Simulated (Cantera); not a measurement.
Charge: 1 mol FeS, 0.33 mol H₂, held at 850 K and 0.280 bar.

Method: chemical equilibrium by Gibbs-energy minimisation in Cantera with the NASA 1993 tables (ideal gas, pure condensed phases). Candidate condensed phases: Fe, FeS, FeS₂, S; 8 gas species. FeS: taken at fixed stoichiometry. Rates play no part.

Q: What is the equilibrium state?

A: 
```
Quantity                             Result
-------------------------------  ----------
x(H₂)                                 1.000
x(H₂S)                             0.000275
n(FeS(s))                         1.000 mol
gas amount                       0.3300 mol
log10 activity of S(l) (absent)       -6.40
```
